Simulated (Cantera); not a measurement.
Input: 1 mol FeS, 3.4 mol SO3, 0.057 mol H2O, held at 0.340 bar.

Equilibrium computed with Cantera from the NASA thermochemical tables; the gas is ideal and each condensed phase is pure. Candidate condensed phases: Fe, FeO, Fe(OH)2, Fe(OH)3, FeS, FeSO4, FeS2, Fe2O3, Fe2(SO4)3, Fe3O4, H2O, H2SO4, S; 22 gas species. Mutual solubility and eutectic melting of coexisting phases are not modelled. Equilibrium is a limit: real reactors are often held back by kinetics, nucleation or transport.

x: gas mole fraction; n: condensed amount in mol.

| T (K) | x SO2 | x H2O | x O2 | x SO3 | n FeSO4(s) | n FeS2(s) | n Fe2O3(s) | n Fe3O4(s) |
|---|---|---|---|---|---|---|---|---|
| 625 | 0.983 | 0.0170 | <1e-12 | 1.50e-9 | 0.900 | 0.0999 | 0 | 0 |
| 725 | 0.987 | 0.0128 | <1e-12 | 1.38e-8 | 0 | 0 | 0.202 | 0.199 |
| 825 | 0.987 | 0.0128 | <1e-12 | 2.54e-7 | 0 | 0 | 0.200 | 0.200 |
| 925 | 0.987 | 0.0128 | <1e-12 | 2.51e-6 | 0 | 0 | 0.200 | 0.200 |
| 1025 | 0.987 | 0.0128 | (withheld) | (withheld) | 0 | 0 | 0.200 | 0.200 |
| 1125 | 0.987 | 0.0128 | 5.54e-8 | 6.66e-5 | 0 | 0 | 0.199 | 0.201 |
| 1225 | 0.987 | 0.0128 | 3.40e-6 | 0.000224 | 0 | 0 | 0.197 | 0.202 |
| 1325 | 0.986 | 0.0128 | (withheld) | (withheld) | 0 | 0 | 0.189 | 0.208 |
| 1425 | 0.984 | 0.0128 | 0.00218 | 0.00150 | 0 | 0 | 0.122 | 0.252 |
| 1525 | 0.979 | 0.0127 | 0.00666 | 0.00154 | 0 | 0 | 0 | 0.333 |
| 1625 | 0.979 | 0.0127 | 0.00694 | 0.000988 | 0 | 0 | 0 | 0.333 |
| 1725 | 0.979 | 0.0126 | 0.00715 | 0.000668 | 0 | 0 | 0 | 0.333 |
| 1825 | 0.979 | 0.0126 | 0.00740 | 0.000474 | 0 | 0 | 0 | 0.333 |

Q: Fill in the missing entries.

A: 
- 1325, x O2: 0.000110
- 1325, x SO3: 0.000623
- 1025, x O2: 3.89e-10
- 1025, x SO3: 1.54e-5
